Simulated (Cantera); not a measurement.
Input (Python, Cantera):

```python
import numpy as np
import cantera as ct

gas = ct.Solution("h2o2.yaml")
gas.TPX = 400, 56000, {'H2': 1, 'O2': 0.82, 'N2': 2.13}
flame = ct.FreeFlame(gas, width=0.06)
flame.set_refine_criteria(ratio=3, slope=0.08, curve=0.16)
flame.transport_model = "mixture-averaged"
flame.solve(loglevel=0, auto=True)
z, T = flame.grid, flame.T
thick = (T[-1] - T[0]) / np.gradient(T, z).max()
show = ['H2', 'O2', 'H', 'OH', 'HO2', 'O']
print(f"laminar burning velocity  {flame.velocity[0] * 100:.3f} cm/s")
print(f"burnt temperature         {T[-1]:.1f} K")
print(f"thermal thickness         {thick * 1e3:.4f} mm")
print(f"grid points               {len(z)}")
z0 = z[flame.heat_release_rate.argmax()]
print(f"{'z/mm':>9s}{'T/K':>9s}{'u/(m/s)':>9s}" + "".join(f"{s:>11s}" for s in show))
rows = []
for k in (-3, -2, -1.5, -1, -0.5, -0.25, 0, 0.25, 0.5, 1, 2, 4, 8):
    zz = z0 + k * thick
    rows.append([k * thick, np.interp(zz, z, T), np.interp(zz, z, flame.velocity),
                 *(np.interp(zz, z, flame.X[gas.species_index(s)]) for s in show)])
    print(f"{rows[-1][0] * 1e3:9.3f}{rows[-1][1]:9.1f}{rows[-1][2]:9.3f}" + "".join(f"{x:11.3e}" for x in rows[-1][3:]))
```

Result:

```
laminar burning velocity  305.454 cm/s
burnt temperature         2222.6 K
thermal thickness         0.7011 mm
grid points               110
     z/mm      T/K  u/(m/s)         H2         O2          H         OH        HO2          O
   -2.103    400.0    3.055  2.532e-01  2.076e-01  2.485e-16  1.026e-15  7.763e-13  1.606e-13
   -1.402    400.0    3.055  2.532e-01  2.076e-01  2.717e-14  1.121e-13  1.478e-10  1.745e-11
   -1.052    400.0    3.054  2.531e-01  2.076e-01  2.437e-13  9.917e-13  1.646e-09  1.469e-10
   -0.701    400.1    3.054  2.527e-01  2.077e-01  8.489e-11  3.045e-10  1.774e-07  6.809e-09
   -0.351    418.6    3.159  2.430e-01  2.100e-01  1.048e-05  1.833e-05  1.381e-04  2.301e-06
   -0.175    680.2    4.958  1.996e-01  2.076e-01  3.102e-03  1.013e-03  2.445e-04  2.214e-04
    0.000   1123.3    7.922  1.114e-01  1.736e-01  2.084e-02  3.182e-03  9.968e-05  5.055e-03
    0.175   1436.7   10.042  4.106e-02  1.202e-01  3.280e-02  9.732e-03  5.509e-05  1.446e-02
    0.351   1599.5   11.127  2.262e-02  1.012e-01  2.947e-02  1.382e-02  3.813e-05  1.735e-02
    0.701   1766.1   12.183  1.757e-02  9.503e-02  2.017e-02  1.691e-02  2.615e-05  1.546e-02
    1.402   1922.5   13.135  1.367e-02  9.254e-02  1.146e-02  1.814e-02  1.669e-05  1.150e-02
    2.804   2052.9   13.900  9.102e-03  9.142e-02  5.387e-03  1.705e-02  9.835e-06  7.346e-03
    5.609   2148.4   14.447  5.047e-03  9.141e-02  2.020e-03  1.399e-02  6.043e-06  3.972e-03
```

Model: the H2/O2 subset of GRI-Mech 3.0, which has no nitrogen chemistry, integrated in Cantera. Burning velocities carry a grid error of a few per cent, more on coarse grids. Lean hydrogen flames are cellular in practice and burn faster than this planar one.
